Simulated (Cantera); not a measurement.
Feed: 1 mol CaO, 1.5 mol F2, held at 1300 K and 0.180 bar.

Equilibrium computed with Cantera from the NASA thermochemical tables; the gas is ideal and each condensed phase is pure. Candidate condensed phases: Ca, CaF2, CaO; 13 gas species. The numbers say what is thermodynamically allowed, not how fast it happens.

Base state: F 0.581, O2 0.355, F2 0.0639, FO2 4.32e-5, FO 3.14e-5 (mole fractions); condensed: CaF2(s).

Task: What changes in the equilibrium state with this change: temperature from 1300 K to 600 K?

Result: 
```csv
species,before,after
O2,0.355,0.500
F2,0.0639,0.500
F,0.581,0.000234
FO,3.14e-5,<1e-9
FO2,4.32e-5,4.08e-5
"CaF2(s), mol",1.00,1.00
```

Task: What changes in the equilibrium state with this change: F2 from 1.5 to 0.6 mol?

Result: 
```csv
species,before,after
O2,0.355,1.00
F,0.581,<1e-9
F2,0.0639,<1e-9
FO2,4.32e-5,<1e-9
FO,3.14e-5,<1e-9
"CaF2(s), mol",1.00,0.600
"CaO(s), mol",0,0.400
```
Mutual solubility and eutectic melting of coexisting phases are not modelled.

Task: What changes in the equilibrium state with this change: CaO replaced by CuO?

Result: 
```tsv
species	before	after
F	0.581	0.568
O2	0.355	0.345
F2	0.0639	0.0609
CuF2	0	0.0267
FO2	4.32e-5	4.10e-5
FO	3.14e-5	3.02e-5
CaF2(s), mol	1.00	0
CuF2(l), mol	0	0.961
```
Further candidate phases: Cu, CuF2, CuO, Cu2O.
